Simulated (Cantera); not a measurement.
What does this Cantera script print?

```python
import numpy as np
import cantera as ct

gas_names = [...]  # 114 gases of nasa_gas.yaml made of C, Fe, H, O
cond_names = """
    C(gr) C6H6(L) C7H8(L) C8H18(L),n-octa Fe(a) Fe(c) Fe(d) Fe(L) FeC5O5(L) FeO(s) FeO(L) Fe(OH)2(s)
    Fe(OH)3(s) Fe2O3(s) Fe3O4(s) H2O(s) H2O(L)
""".split()


# ... load() reads the species with a 1 bar reference pressure and builds the phases ...
atoms = {
    'Fe': {'Fe': 1},
    'CO2': {'C': 1, 'O': 2},
    'H2': {'H': 2},
}
top_T = {'C(gr)': 4500, 'Fe2O3(s)': 1830, 'Fe3O4(s)': 1870}  # K; cautious upper limits of use, not melting points


# ... equilibrate(T, P, feed) seeds the gas with the atoms and calls Mixture.equilibrate('TP', solver="vcs", rtol=1e-11, max_steps=5000) ...
results = []
P = 290  # Pa
for T in [1175, 1250, 1325, 1400, 1475, 1550, 1625, 1700, 1775]:
    for m in [4, 5.3, 6.9, 9.1, 12, 16, 21, 27, 36, 47]:
        feed = {'Fe': 1, 'CO2': 7.7, 'H2': m}  # mol
        mix = equilibrate(T, P, feed)
        results.append((T, P, feed, dict(zip(mix.species_names, mix.species_moles))))

for T, P, feed, n in results:
    print(f"{T:7g} {feed['H2']:10.4g}  " + (" + ".join(c for c in cond_names if n.get(c, 0) > 1e-12) or "gas only"))
```

Output:

```
   1175          4  FeO(s)
   1175        5.3  FeO(s)
   1175        6.9  FeO(s)
   1175        9.1  FeO(s)
   1175         12  FeO(s)
   1175         16  FeO(s)
   1175         21  FeO(s)
   1175         27  Fe(a) + FeO(s)
   1175         36  Fe(a)
   1175         47  Fe(a)
   1250          4  FeO(s)
   1250        5.3  FeO(s)
   1250        6.9  FeO(s)
   1250        9.1  FeO(s)
   1250         12  FeO(s)
   1250         16  FeO(s)
   1250         21  FeO(s)
   1250         27  Fe(c) + FeO(s)
   1250         36  Fe(c)
   1250         47  Fe(c)
   1325          4  FeO(s)
   1325        5.3  FeO(s)
   1325        6.9  FeO(s)
   1325        9.1  FeO(s)
   1325         12  FeO(s)
   1325         16  FeO(s)
   1325         21  FeO(s)
   1325         27  Fe(c)
   1325         36  Fe(c)
   1325         47  Fe(c)
   1400          4  FeO(s)
   1400        5.3  FeO(s)
   1400        6.9  FeO(s)
   1400        9.1  FeO(s)
   1400         12  FeO(s)
   1400         16  FeO(s)
   1400         21  Fe(c) + FeO(s)
   1400         27  Fe(c)
   1400         36  Fe(c)
   1400         47  Fe(c)
   1475          4  FeO(s)
   1475        5.3  FeO(s)
   1475        6.9  FeO(s)
   1475        9.1  FeO(s)
   1475         12  FeO(s)
   1475         16  FeO(s)
   1475         21  Fe(c) + FeO(s)
   1475         27  Fe(c)
   1475         36  Fe(c)
   1475         47  Fe(c)
   1550          4  FeO(s)
   1550        5.3  FeO(s)
   1550        6.9  FeO(s)
   1550        9.1  FeO(s)
   1550         12  FeO(s)
   1550         16  FeO(s)
   1550         21  Fe(c) + FeO(s)
   1550         27  Fe(c)
   1550         36  Fe(c)
   1550         47  Fe(c)
   1625          4  FeO(s)
   1625        5.3  FeO(s)
   1625        6.9  FeO(s)
   1625        9.1  FeO(s)
   1625         12  FeO(s)
   1625         16  FeO(s)
   1625         21  Fe(c) + FeO(s)
   1625         27  Fe(c)
   1625         36  Fe(c)
   1625         47  Fe(c)
   1700          4  FeO(L)
   1700        5.3  FeO(L)
   1700        6.9  FeO(L)
   1700        9.1  FeO(L)
   1700         12  FeO(L)
   1700         16  FeO(L)
   1700         21  Fe(d) + FeO(L)
   1700         27  Fe(d)
   1700         36  Fe(d)
   1700         47  Fe(d)
   1775          4  FeO(L)
   1775        5.3  FeO(L)
   1775        6.9  FeO(L)
   1775        9.1  FeO(L)
   1775         12  FeO(L)
   1775         16  FeO(L)
   1775         21  Fe(d) + FeO(L)
   1775         27  Fe(d)
   1775         36  Fe(d)
   1775         47  Fe(d)
```

Method: chemical equilibrium by Gibbs-energy minimisation in Cantera with the NASA 1993 tables (ideal gas, pure condensed phases). Mutual solubility and eutectic melting of coexisting phases are not modelled. The tables' stoichiometric FeO is somewhat more stable than real wüstite, so its field is too wide. FeO: taken at fixed stoichiometry.
